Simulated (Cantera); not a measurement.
What does this Cantera script print?

```python
import numpy as np
import cantera as ct

gas_names = [...]  # 136 gases of nasa_gas.yaml made of C, H, N, O
cond_names = """
    C(gr) C6H6(L) C7H8(L) C8H18(L),n-octa H2O(s) H2O(L)
""".split()


# ... load() reads the species with a 1 bar reference pressure and builds the phases ...
atoms = {
    'acetone': {'C': 3, 'H': 6, 'O': 1},
    'NH3': {'N': 1, 'H': 3},
    'N2': {'N': 2},
}
top_T = {'C(gr)': 4500}  # K; cautious upper limits of use, not melting points


# ... equilibrate(T, P, feed) seeds the gas with the atoms and calls Mixture.equilibrate('TP', solver="vcs", rtol=1e-11, max_steps=5000) ...
results = []
feed = {'acetone': 1, 'NH3': 0.2, 'N2': 4.5}  # mol
T = 1848.15  # K
P = 13332.2  # Pa
mix = equilibrate(T, P, feed)
results.append((T, P, feed, dict(zip(mix.species_names, mix.species_moles))))
print(gas.report(threshold=0.0001))
for i in range(1, mix.n_phases):
    print(f"{mix.phase(i).name:16s} {mix.phase_moles(i):12.5e} mol")
```

Result:

```
       temperature   1848.2 K
          pressure   13332 Pa
           density   0.015973 kg/m^3
  mean mol. weight   18.41 kg/kmol
   phase of matter   gas

                          1 kg             1 kmol
                     ---------------   ---------------
          enthalpy        2.0659e+06        3.8035e+07  J
   internal energy        1.2313e+06        2.2668e+07  J
           entropy             13665        2.5157e+05  J/K
    Gibbs function       -2.3188e+07       -4.2691e+08  J
 heat capacity c_p            1904.2             35057  J/K
 heat capacity c_v            1452.5             26742  J/K

                      mass frac. Y      mole frac. X     chem. pot. / RT
                     ---------------   ---------------   ---------------
                CO           0.17087           0.11231           -38.831
                 H        4.8307e-05        0.00088231           -11.123
               HCN         0.0049326         0.0033602             -28.4
               HNC        0.00020797        0.00014167             -28.4
                H2          0.040331           0.36831           -22.246
                N2           0.78346           0.51488           -29.356
     [ +130 minor]        0.00014814        0.00010983

C(gr)             1.96702e+00 mol
```

Method: chemical equilibrium by Gibbs-energy minimisation in Cantera with the NASA 1993 tables (ideal gas, pure condensed phases). The feed counts by its element totals alone.
